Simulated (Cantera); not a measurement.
# Thermodynamics of aluminium nitride and oxide growth, feed AlCl₃ + NH₃ + H₂

Charge: 1 mol AlCl₃, 0.87 mol NH₃, 150 mol H₂, held at 29.3 Torr.

Cantera equilibrium calculation (NASA polynomials, part measured and part estimated; ideal gas, pure solids and liquids). Candidate condensed phases: Al, AlCl₃, AlN, NH₄Cl; 20 gas species. The tables' values for AlCl₂ are old estimates; treat these amounts as uncertain. Kinetics and transport are ignored.

From 673 K to 1473 K the condensed part is AlN(s). From 1573 K to 1973 K nothing is condensed. The main Al-bearing gas is AlCl₃ at 673 K and AlCl at 1973 K.

```tsv
T (K)	x H₂	x HCl	x H	x AlCl	x N₂	x AlCl₃	x AlCl₂	n AlN(s)
673	0.983	0.0158	<1e-12	<1e-12	0.000215	0.00128	1.27e-12	0.803
773	0.983	0.0154	4.56e-12	<1e-12	0.000283	0.00142	1.79e-10	0.783
873	0.983	0.0150	2.35e-10	2.09e-11	0.000344	0.00154	8.09e-9	0.765
973	0.983	0.0147	5.43e-9	2.91e-9	0.000397	0.00165	1.66e-7	0.749
1073	0.983	0.0144	7.03e-8	1.60e-7	0.000443	0.00174	1.91e-6	0.735
1173	0.983	0.0142	5.92e-7	4.38e-6	0.000486	0.00181	1.44e-5	0.721
1273	0.984	0.0140	3.58e-6	6.89e-5	0.000553	0.00181	7.64e-5	0.701
1373	0.983	0.0137	1.67e-5	0.000626	0.000809	0.00157	0.000274	0.623
1473	0.981	0.0127	6.34e-5	0.00307	0.00184	0.000892	0.000563	0.307
1573	0.978	0.0120	0.000204	0.00574	0.00283	0.000262	0.000501	0
1673	0.978	0.0126	0.000570	0.00613	0.00283	6.68e-5	0.000306	0
1773	0.976	0.0128	0.00142	0.00629	0.00283	1.83e-5	0.000187	0
1873	0.975	0.0129	0.00323	0.00635	0.00282	5.64e-6	0.000118	0
1973	0.971	0.0129	0.00673	0.00634	0.00282	1.93e-6	7.71e-5	0
```
x: gas mole fraction; n: condensed amount in mol.
